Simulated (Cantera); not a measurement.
An isothermal, constant-pressure homogeneous reactor starts with NO : N₂ = 1 : 3 (molar parts), at 1625 K and 0.0263 atm. Integrator tolerance rtol = 1e-08.

Cantera simulation using GRI-Mech 3.0 (53 species, 325 reactions); the numbers are that mechanism's predictions, not measurements. Radical loss at walls, strong at low pressure, is not modelled.

Task: What does this change do: temperature 1625 to 2200 K?

Result: 
```json
[
 {"quantity": "x(NO) at 20.0 s", "before": "0.247 (gas-phase equilibrium 0.00175)", "after": "0.00992 (gas-phase equilibrium 0.00992)"},
 {"quantity": "x(O₂) at 20.0 s", "before": "0.00146 (gas-phase equilibrium 0.124)", "after": "0.117 (gas-phase equilibrium 0.117)"},
 {"quantity": "x(NO₂) at 20.0 s", "before": "1.66e-5 (gas-phase equilibrium 8.26e-7)", "after": "1.54e-6 (gas-phase equilibrium 1.54e-6)"},
 {"quantity": "x(O) at 20.0 s", "before": "8.13e-6 (gas-phase equilibrium 4.23e-5)", "after": "0.00569 (gas-phase equilibrium 0.00569)"},
 {"quantity": "x(N₂) at 20.0 s", "before": "0.751 (gas-phase equilibrium 0.874)", "after": "0.868 (gas-phase equilibrium 0.868)"},
 {"quantity": "x(N₂O) at 20.0 s", "before": "2.11e-5 (gas-phase equilibrium 1.79e-8)", "after": "9.45e-8 (gas-phase equilibrium 9.45e-8)"}
]
```
